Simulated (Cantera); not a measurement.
An isothermal, constant-pressure homogeneous reactor starts with 11.8 % CH₄, 88.2 % N₂, at 1825 K and 0.340 bar.

Cantera simulation using GRI-Mech 3.0 (53 species, 325 reactions); the numbers are that mechanism's predictions, not measurements. GRI-Mech 3.0 stops at C3 and has no aromatics, soot or wall deposition, so with more carbon than oxygen in the feed, carbon stays in small species such as C2H2 where larger ones or solid carbon would form.

x: mole fraction; the columns are a selection and need not sum to one.

```tsv
t (s)	x CH₄	x C₂H₂	x H	x HCN	x H₂
3.00e-6	0.118	<1e-12	1.59e-6	<1e-12	6.47e-6
1.20e-5	0.118	2.49e-11	1.60e-6	<1e-12	3.06e-5
4.79e-5	0.117	9.92e-9	1.73e-6	3.28e-12	0.000130
0.000192	0.116	3.15e-6	3.82e-6	1.31e-10	0.000725
0.000766	0.105	0.000944	3.31e-5	[?]	0.0115
0.00306	0.0551	0.0244	0.000134	[?]	0.0797
0.0122	0.0187	0.0437	0.000220	[?]	0.132
0.0490	0.00440	0.0505	0.000278	[?]	0.152
0.196	0.000994	0.0521	0.000298	[?]	0.156
0.783	0.000304	0.0524	0.000301	[?]	0.157
3.13	0.000232	0.0525	0.000302	[?]	0.157
12.5	0.000232	0.0524	0.000302	[?]	0.157
50.0	0.000232	0.0523	0.000302	[?]	0.157
```

Problem. Some entries are withheld; supply them.

Solution. 
- 0.000766, x HCN: 1.75e-8
- 0.00306, x HCN: 5.48e-7
- 0.0122, x HCN: 2.33e-6
- 0.0490, x HCN: 5.45e-6
- 0.196, x HCN: 8.86e-6
- 0.783, x HCN: 1.27e-5
- 3.13, x HCN: 2.16e-5
- 12.5, x HCN: 6.15e-5
- 50.0, x HCN: 0.000230
